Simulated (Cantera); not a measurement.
Charge: 1 mol B2O3, a varied amount of H2, at 22.0 Pa.

Cantera equilibrium calculation (NASA polynomials, part measured and part estimated; ideal gas, pure solids and liquids). Candidate condensed phases: B, B2O3, B3O3H3, H2O; 23 gas species. Equilibrium is a limit: real reactors are often held back by kinetics, nucleation or transport.

Question: What condenses at these points (T in K, n(H2) in mol): (1348, 19); (1423, 71); (1523, 45); (1523, 19); (1523, 19)?

Answer: 
```
T (K)  n(H2) in mol  condensed phases  B condensed (%)
-----  ------------  ----------------  ---------------
1348             19              B2O3             84.1
1423             71          gas only              0.0
1523             45          gas only              0.0
1523             19          gas only              0.0
1523             19          gas only              0.0
```
